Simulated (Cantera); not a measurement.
Feed: 1 mol Si3N4, 0.099 mol N2O, 94 mol N2, at 2.00 Pa.

Equilibrium computed with Cantera from the NASA thermochemical tables; the gas is ideal and each condensed phase is pure. Candidate condensed phases: Si, SiO2, Si2N2O, Si3N4; 16 gas species. Mutual solubility and eutectic melting of coexisting phases are not modelled. Equilibrium is a limit: real reactors are often held back by kinetics, nucleation or transport.

Question: Which condensed phases are stable at each of these points (T (°C)): 702, 802, 902, 1002, 1102, 1202, 1302, 1402, 1502, 1602, 1702, 1802, 1902?

Answer: 
```json
[
 {"T (°C)": "702", "condensed phases": "Si2N2O(s) + Si3N4(s)", "Si condensed (%)": "100.0"},
 {"T (°C)": "802", "condensed phases": "Si2N2O(s) + Si3N4(s)", "Si condensed (%)": "100.0"},
 {"T (°C)": "902", "condensed phases": "Si2N2O(s) + Si3N4(s)", "Si condensed (%)": "100.0"},
 {"T (°C)": "1002", "condensed phases": "Si2N2O(s) + Si3N4(s)", "Si condensed (%)": "100.0"},
 {"T (°C)": "1102", "condensed phases": "Si2N2O(s) + Si3N4(s)", "Si condensed (%)": "97.3"},
 {"T (°C)": "1202", "condensed phases": "Si(s)", "Si condensed (%)": "95.8"},
 {"T (°C)": "1302", "condensed phases": "Si(s)", "Si condensed (%)": "87.3"},
 {"T (°C)": "1402", "condensed phases": "Si(s)", "Si condensed (%)": "23.9"},
 {"T (°C)": "1502", "condensed phases": "gas only", "Si condensed (%)": "0.0"},
 {"T (°C)": "1602", "condensed phases": "gas only", "Si condensed (%)": "0.0"},
 {"T (°C)": "1702", "condensed phases": "gas only", "Si condensed (%)": "0.0"},
 {"T (°C)": "1802", "condensed phases": "gas only", "Si condensed (%)": "0.0"},
 {"T (°C)": "1902", "condensed phases": "gas only", "Si condensed (%)": "0.0"}
]
```

From 702 °C to 1102 °C the condensed part is Si2N2O(s) + Si3N4(s). From 1202 °C to 1402 °C the condensed part is Si(s). From 1502 °C to 1902 °C nothing is condensed.
